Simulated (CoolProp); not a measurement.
Model: reference Helmholtz-energy equation of state, Lemmon 2006, in CoolProp. It is a short technical equation, of lower accuracy than the large ones.

### Question
For CH3F (R41), give the phase and the Joule-Thomson coefficient (K/MPa) at 306.5 K and 0.101 MPa.

### Answer
- 306.5 K and 0.101 MPa: gas; Joule-Thomson coefficient 16.6
